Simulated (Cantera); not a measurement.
**Boron, boron nitride and boron oxide: B2O3 + H2O + H2**

Charge: 1 mol B2O3, 2.4 mol H2O, 0.65 mol H2, held at 1425 °C.

Method: chemical equilibrium by Gibbs-energy minimisation in Cantera with the NASA 1993 tables (ideal gas, pure condensed phases). Candidate condensed phases: B, B2O3, B3O3H3, H2O; 23 gas species. Gases not in the tables: H3BO3. Kinetics and transport are ignored.

From 10.0 Pa to 2500 Pa nothing is condensed. From 16000 Pa to 100000 Pa the condensed part is B2O3(l).

| P (Pa) | x H2O | x HBO2 | x H2 | x B2O3 | x H | n B2O3(l) |
|---|---|---|---|---|---|---|
| 10 | 0.374 | 0.431 | 0.158 | 0.0297 | 0.00575 | 0 |
| 63 | 0.375 | 0.433 | 0.159 | 0.0298 | 0.00230 | 0 |
| 400 | 0.376 | 0.433 | 0.160 | 0.0299 | 0.000915 | 0 |
| 2500 | 0.376 | 0.433 | 0.160 | 0.0299 | 0.000366 | 0 |
| 16000 | 0.589 | 0.216 | 0.189 | 0.00475 | 0.000157 | 0.609 |
| 100000 | 0.700 | 0.0943 | 0.203 | 0.000760 | 6.52e-5 | 0.838 |
x: gas mole fraction; n: condensed amount in mol.
